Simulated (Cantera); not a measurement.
Input (Python, Cantera):

```python
import numpy as np
import cantera as ct

gas = ct.Solution("gri30.yaml", transport_model="multicomponent")
show = ['H', 'CH3', 'N2']

rows = []
print(f"{'T/K':>7s}{'rho':>11s}{'cp':>10s}{'mu':>11s}{'lambda':>11s}{'Pr':>7s}" + "".join(f"{'D_' + s:>11s}" for s in show))
for T in [400, 600, 800, 1000, 1200, 1400]:
    gas.TPX = T, 13332, {'CO2': 0.99, 'H2O': 0.08, 'CO': 0.44, 'CH3OH': 0.75}
    Pr = gas.cp_mass * gas.viscosity / gas.thermal_conductivity
    D = [gas.mix_diff_coeffs_mole[gas.species_index(s)] for s in show]
    rows.append([gas.density, gas.cp_mass, gas.viscosity, gas.thermal_conductivity, Pr, *D])
    print(f"{T:7g}{gas.density:11.4e}{gas.cp_mass:10.1f}{gas.viscosity:11.4e}"
          f"{gas.thermal_conductivity:11.4e}{Pr:7.3f}" + "".join(f"{d:11.4e}" for d in D))
print("SI units: kg/m3, J/kg/K, Pa s, W/m/K, m2/s")
```

Result:

```
    T/K        rho        cp         mu     lambda     Pr        D_H      D_CH3       D_N2
    400 1.4432e-01    1168.6 1.7534e-05 2.7930e-02  0.734 1.3001e-03 2.3267e-04 2.1370e-04
    600 9.6215e-02    1397.0 2.5064e-05 4.7593e-02  0.736 2.7063e-03 4.8423e-04 4.3884e-04
    800 7.2162e-02    1571.9 3.1697e-05 6.7685e-02  0.736 4.4807e-03 8.0162e-04 7.2141e-04
   1000 5.7729e-02    1707.3 3.7654e-05 8.7358e-02  0.736 6.5795e-03 1.1770e-03 1.0549e-03
   1200 4.8108e-02    1808.2 4.3099e-05 1.0600e-01  0.735 8.9740e-03 1.6053e-03 1.4352e-03
   1400 4.1235e-02    1886.8 4.8144e-05 1.2370e-01  0.734 1.1644e-02 2.0828e-03 1.8590e-03
SI units: kg/m3, J/kg/K, Pa s, W/m/K, m2/s
```

Computed with Cantera and GRI-Mech 3.0 (53 species, 325 reactions). Polar gases are described roughly by these parameters. The composition is frozen, though it would react at the higher temperatures.
